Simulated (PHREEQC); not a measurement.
Copper plating or etch bath

Make-up at 45 °C: 0.2 mol/kgw CuCl2 and 0.207 mol/kgw KCl. Closed to the air; pH follows from the charge balance.

Model: ion-association model, phreeqc.dat, run in PHREEQC.

This is a speciation only: nothing precipitates in the calculation.

What pH, activity of water, ionic strength does the model give?

pH 4.02; activity of water 0.984; ionic strength 0.613 mol/kgw.

In which forms is Cu present?

Cu+2 54 %, CuCl+ 41 %, CuCl2 4.7 % of the Cu.

Away from 25 °C the constants follow the database's enthalpies or fits; those with neither stay at their 25 °C values.
